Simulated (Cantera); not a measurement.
Standard-state values (1 bar) from the NASA 1993 polynomials, evaluated with Cantera. Values are per mole of reaction as written; species without (g) are pure solids or liquids, kept so even where they would boil at 1 bar.

0.6667 Al + Cl2(g) ⇌ 0.3333 Al2Cl6(g)

```tsv
T (K)	ΔH° (kJ)	ΔS° (J/K)	ΔG° (kJ)	log10 K
475	?	?	?	?
500	?	?	?	?
525	-431.1	-81.7	-388.3	38.63
550	?	?	?	?
575	-431.0	-81.4	-384.2	34.90
600	-430.9	-81.2	-382.2	33.27
625	-430.8	-81.1	-380.1	31.77
650	-430.7	-80.9	-378.1	30.38
675	-430.6	-80.8	-376.1	29.10
700	-430.6	-80.7	-374.1	27.91
```

Q: Complete the blanks.

A: 
- 475, ΔH° (kJ): -431.3
- 475, ΔS° (J/K): -82.0
- 475, ΔG° (kJ): -392.4
- 475, log10 K: 43.15
- 500, ΔH° (kJ): -431.2
- 500, ΔS° (J/K): -81.9
- 500, ΔG° (kJ): -390.3
- 500, log10 K: 40.77
- 550, ΔH° (kJ): -431.1
- 550, ΔS° (J/K): -81.5
- 550, ΔG° (kJ): -386.2
- 550, log10 K: 36.68
